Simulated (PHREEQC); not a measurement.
A solution holds 54 mmol/kgw HF and 6.6 mmol/kgw NaF, at 25 °C. Closed to the air; pH follows from the charge balance.

Model: ion-association model, wateq4f.dat, run in PHREEQC.

| quantity | before | after |
|---|---|---|
| pH | 2.47 | 3.75 |
| ionic strength (mol/kgw) | 0.0103 | 0.168 |
| HF (mol/kgw) | 0.0404 | 0.00139 |
| F- (mol/kgw) | 0.00889 | 0.00759 |
| H2F2 (mol/kgw) | 0.00426 | 5.22e-6 |
| HF2- (mol/kgw) | 0.00138 | 4.20e-5 |

Question: What was changed between the two runs?
A. HF from 0.054 to 0.0594 mol/kgw
B. 0.00077 mol/kgw H3PO4 added
C. HF replaced by (NH4)2SiF6 at the same molality
D. NaF from 0.0066 to 0.033 mol/kgw

Answer: C, HF replaced by (NH4)2SiF6 at the same molality

Precipitation was switched off in this run. Some of these states are supersaturated (in Quartz (slow to form), Chalcedony (slow to form), for instance). SiF6-2 is the database's only silicon fluoride.
